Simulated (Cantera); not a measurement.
Halide evaporation, hydrolysis and transport: MgCl2 + H2

Feed: 1 mol MgCl2, 7.2 mol H2, at 3.00e-5 bar.

These are equilibrium values from Cantera (NASA tables, ideal gas, pure condensed phases), not measurements of a reactor. Candidate condensed phases: Mg, MgCl2; 10 gas species. The numbers say what is thermodynamically allowed, not how fast it happens.

At 825 K the condensed part is MgCl2(s). From 925 K to 2125 K nothing is condensed. The main Mg-bearing gas is MgCl2 at 825 K and Mg at 2125 K.

```json
[
 {"T (K)": "825", "x H2": "0.984", "x H": "1.44e-9", "x HCl": "2.84e-5", "x MgCl2": "0.0158", "x Mg": "1.42e-5", "x Cl": "<1e-12", "x MgCl": "4.56e-8", "n MgCl2(s)": "0.884"},
 {"T (K)": "925", "x H2": "0.878", "x H": "4.45e-8", "x HCl": "0.000338", "x MgCl2": "0.122", "x Mg": "0.000168", "x Cl": "1.65e-11", "x MgCl": "1.47e-6", "n MgCl2(s)": "0"},
 {"T (K)": "1025", "x H2": "0.877", "x H": "7.45e-7", "x HCl": "0.00148", "x MgCl2": "0.121", "x Mg": "0.000734", "x Cl": "1.15e-9", "x MgCl": "8.06e-6", "n MgCl2(s)": "0"},
 {"T (K)": "1125", "x H2": "0.873", "x H": "7.58e-6", "x HCl": "0.00491", "x MgCl2": "0.119", "x Mg": "0.00244", "x Cl": "3.79e-8", "x MgCl": "3.23e-5", "n MgCl2(s)": "0"},
 {"T (K)": "1225", "x H2": "0.866", "x H": "5.29e-5", "x HCl": "0.0133", "x MgCl2": "0.114", "x Mg": "0.00659", "x Cl": "6.99e-7", "x MgCl": "0.000101", "n MgCl2(s)": "0"},
 {"T (K)": "1325", "x H2": "0.849", "x H": "0.000275", "x HCl": "0.0302", "x MgCl2": "0.105", "x Mg": "0.0150", "x Cl": "8.19e-6", "x MgCl": "0.000254", "n MgCl2(s)": "0"},
 {"T (K)": "1425", "x H2": "0.822", "x H": "0.00113", "x HCl": "0.0588", "x MgCl2": "0.0886", "x Mg": "0.0292", "x Cl": "6.61e-5", "x MgCl": "0.000526", "n MgCl2(s)": "0"},
 {"T (K)": "1525", "x H2": "0.781", "x H": "0.00382", "x HCl": "0.0988", "x MgCl2": "0.0656", "x Mg": "0.0491", "x Cl": "0.000387", "x MgCl": "0.000889", "n MgCl2(s)": "0"},
 {"T (K)": "1625", "x H2": "0.732", "x H": "0.0110", "x HCl": "0.142", "x MgCl2": "0.0397", "x Mg": "0.0715", "x Cl": "0.00169", "x MgCl": "0.00120", "n MgCl2(s)": "0"},
 {"T (K)": "1725", "x H2": "0.683", "x H": "0.0280", "x HCl": "0.175", "x MgCl2": "0.0183", "x Mg": "0.0894", "x Cl": "0.00555", "x MgCl": "0.00125", "n MgCl2(s)": "0"},
 {"T (K)": "1825", "x H2": "0.634", "x H": "0.0640", "x HCl": "0.183", "x MgCl2": "0.00633", "x Mg": "0.0978", "x Cl": "0.0141", "x MgCl": "0.00102", "n MgCl2(s)": "0"},
 {"T (K)": "1925", "x H2": "0.572", "x H": "0.132", "x HCl": "0.167", "x MgCl2": "0.00181", "x Mg": "0.0977", "x Cl": "0.0290", "x MgCl": "0.000700", "n MgCl2(s)": "0"},
 {"T (K)": "2025", "x H2": "0.480", "x H": "0.243", "x HCl": "0.134", "x MgCl2": "0.000453", "x Mg": "0.0919", "x Cl": "0.0504", "x MgCl": "0.000425", "n MgCl2(s)": "0"},
 {"T (K)": "2125", "x H2": "0.356", "x H": "0.395", "x HCl": "0.0914", "x MgCl2": "9.86e-5", "x Mg": "0.0828", "x Cl": "0.0746", "x MgCl": "0.000231", "n MgCl2(s)": "0"}
]
```
x: gas mole fraction; n: condensed amount in mol.
